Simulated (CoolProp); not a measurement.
Vapour-liquid equilibrium of R142b (1) + R113 (2) at 83.55 °C; x and y are mole fractions of (1).

Computed with CoolProp (multi-fluid Helmholtz-energy mixture model, Lemmon 2006 and Marx 1992; pair parameters Bell 2016).

```json
[
 {"x": "0.05", "bubble pressure, mixture model (kPa)": "357.9", "bubble pressure, Raoult's law (kPa)": "350.8", "y, mixture model": "(withheld)", "y, Raoult's law": "0.212"},
 {"x": "0.2", "bubble pressure, mixture model (kPa)": "550.3", "bubble pressure, Raoult's law (kPa)": "530.5", "y, mixture model": "0.536", "y, Raoult's law": "0.561"},
 {"x": "0.35", "bubble pressure, mixture model (kPa)": "(withheld)", "bubble pressure, Raoult's law (kPa)": "710.2", "y, mixture model": "0.693", "y, Raoult's law": "0.734"},
 {"x": "0.5", "bubble pressure, mixture model (kPa)": "901.8", "bubble pressure, Raoult's law (kPa)": "889.9", "y, mixture model": "(withheld)", "y, Raoult's law": "0.837"},
 {"x": "0.65", "bubble pressure, mixture model (kPa)": "1070", "bubble pressure, Raoult's law (kPa)": "1070", "y, mixture model": "0.863", "y, Raoult's law": "0.905"},
 {"x": "0.8", "bubble pressure, mixture model (kPa)": "1241", "bubble pressure, Raoult's law (kPa)": "1249", "y, mixture model": "0.924", "y, Raoult's law": "0.953"},
 {"x": "0.95", "bubble pressure, mixture model (kPa)": "(withheld)", "bubble pressure, Raoult's law (kPa)": "1429", "y, mixture model": "(withheld)", "y, Raoult's law": "0.990"}
]
```

Q: Some entries are withheld; supply them.

A: 
- 0.05, y, mixture model: 0.210
- 0.35, bubble pressure, mixture model (kPa): 730.5
- 0.5, y, mixture model: 0.791
- 0.95, bubble pressure, mixture model (kPa): 1424
- 0.95, y, mixture model: 0.981

The largest gap from Raoult's law is +3.7 % in bubble pressure, at x = 0.2. No azeotrope shows between x = 0.05 and 0.95.

The pair parameters rest on a limited set of measurements; away from them the model extrapolates. The gap from Raoult's law changes sign with composition, which may be real or a fault of the pair parameters; it wasn't checked against measurements.
